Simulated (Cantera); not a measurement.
Charge: 1 mol Si(CH3)4, 0.38 mol C2H2, 1300 mol H2, held at 1452 °C and 100 Torr.

These are equilibrium values from Cantera (NASA tables, ideal gas, pure condensed phases), not measurements of a reactor. Candidate condensed phases: C, C6H6, C7H8, C8H18, Si, SiC; 87 gas species. Kinetics and transport are ignored.

Base state: H2 0.999, H 0.000508, CH4 0.000133, C2H2 (acetylene) 9.21e-5 (mole fractions); condensed: C(graphite) + SiC(s).

Problem. What changes in the equilibrium state with this change: temperature from 1452 °C to 2027 °C?

Solution. 
```csv
species,before,after
H2,0.999,0.971
H,0.000508,0.0261
C2H2 (acetylene),9.21e-5,0.00174
Si,1.28e-7,0.000573
SiC2,1.18e-9,3.27e-5
Si2C,<1e-9,1.71e-5
SiH,6.69e-8,7.58e-5
SiH2,2.90e-7,3.72e-5
CH4,0.000133,1.73e-5
"C(graphite), mol",3.34,0
"SiC(s), mol",0.999,0
```
Gases not in the tables: Si2H6 and higher silanes.

Problem. What changes in the equilibrium state with this change: Si(CH3)4 replaced by SiH2Cl2?

Solution. 
| species | before | after |
|---|---|---|
| H2 | 0.999 | 0.998 |
| HCl | 0 | 0.00152 |
| H | 0.000508 | 0.000508 |
| CH4 | 0.000133 | 2.23e-6 |
| SiH2 | 2.90e-7 | 1.72e-5 |
| C2H2 (acetylene) | 9.21e-5 | 2.61e-8 |
| C(graphite), mol | 3.34 | 0 |
| SiC(s), mol | 0.999 | 0.757 |
| Si(l), mol | 0 | 0.194 |
Mutual solubility and eutectic melting of coexisting phases are not modelled. Gases not in the tables: Si2H6 and higher silanes.
